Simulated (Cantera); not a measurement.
A Cantera script and what it prints.

```python
import numpy as np
import cantera as ct

gas_names = """
    AL ALC ALN ALO ALO2 AL2 AL2O AL2O2 C CN CO CO2 C2 CCN CNC C2N2 C2O C3 C3O2 C4 C4N2 C5 N NCO NO NO2
    NO3 N2 N2O O O2 O3
""".split()
cond_names = """
    AL(cr) AL(L) ALN(s) AL2O3(a) AL2O3(L) C(gr)
""".split()


# ... load() reads the species with a 1 bar reference pressure and builds the phases ...
atoms = {
    'Al': {'AL': 1},
    'CO2': {'C': 1, 'O': 2},
    'N2': {'N': 2},
}
top_T = {'ALN(s)': 2750, 'C(gr)': 4500}  # K; cautious upper limits of use, not melting points


# ... equilibrate(T, P, feed) seeds the gas with the atoms and calls Mixture.equilibrate('TP', solver="vcs", rtol=1e-11, max_steps=5000) ...
results = []
feed = {'Al': 1, 'CO2': 0.019, 'N2': 200}  # mol
T = 675  # K
P = 120000  # Pa
mix = equilibrate(T, P, feed)
results.append((T, P, feed, dict(zip(mix.species_names, mix.species_moles))))
x = sorted(zip(gas.X, gas.species_names), reverse=True)
print(f"T = {T:g} K  P = {P:g} Pa  gas = {mix.phase_moles(0):.4g} mol")
print("   x: " + "  ".join(f"{s} {v:.3e}" for v, s in x if v > 1e-06))
print("   condensed (mol): " + ("  ".join(f"{mix.phase(i).name} {mix.phase_moles(i):.4g}"
      for i in range(1, mix.n_phases) if mix.phase_moles(i) > 1e-12) or "none"))
```

It prints:

```
T = 675 K  P = 120000 Pa  gas = 199.5 mol
   x: N2 1.000e+00
   condensed (mol): ALN(s) 0.9747  AL2O3(a) 0.01267  C(gr) 0.019
```

Cantera equilibrium calculation (NASA polynomials, part measured and part estimated; ideal gas, pure solids and liquids).
